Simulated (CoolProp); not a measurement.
A simple Rankine cycle with chloromethane (R40): condensing at 314.15 K, boiler at 4.17 MPa, turbine inlet 402.2 K, turbine efficiency 0.9, pump efficiency 0.8, no recuperator. Each further row changes one setting.

Model: reference Helmholtz-energy equation of state, Thol 2014, in CoolProp.

```json
[
 {"case": "as stated", "thermal efficiency (%)": "14.2", "net work (kJ/kg)": "54.1", "heat in (kJ/kg)": "380", "turbine exit temperature (K)": "314.1", "volume ratio over the turbine": "?"},
 {"case": "turbine inlet 422.2 K", "thermal efficiency (%)": "?", "net work (kJ/kg)": "61.0", "heat in (kJ/kg)": "412", "turbine exit temperature (K)": "314.1", "volume ratio over the turbine": "?"},
 {"case": "condensing temperature 306.15 K", "thermal efficiency (%)": "?", "net work (kJ/kg)": "61.6", "heat in (kJ/kg)": "393", "turbine exit temperature (K)": "306.1", "volume ratio over the turbine": "5.14"},
 {"case": "boiler pressure 2.92 MPa", "thermal efficiency (%)": "12.0", "net work (kJ/kg)": "?", "heat in (kJ/kg)": "?", "turbine exit temperature (K)": "?", "volume ratio over the turbine": "2.83"},
 {"case": "turbine efficiency 0.8", "thermal efficiency (%)": "12.5", "net work (kJ/kg)": "47.6", "heat in (kJ/kg)": "380", "turbine exit temperature (K)": "314.1", "volume ratio over the turbine": "?"}
]
```

### Question
Complete the blanks.

### Answer

- as stated, volume ratio over the turbine: 4.22
- turbine inlet 422.2 K, thermal efficiency (%): 14.8
- turbine inlet 422.2 K, volume ratio over the turbine: 3.95
- condensing temperature 306.15 K, thermal efficiency (%): 15.7
- boiler pressure 2.92 MPa, net work (kJ/kg): 49.0
- boiler pressure 2.92 MPa, heat in (kJ/kg): 410
- boiler pressure 2.92 MPa, turbine exit temperature (K): 320.6
- turbine efficiency 0.8, volume ratio over the turbine: 4.30

The expansion ends wet for: as stated; turbine inlet 422.2 K; condensing temperature 306.15 K; turbine efficiency 0.8.
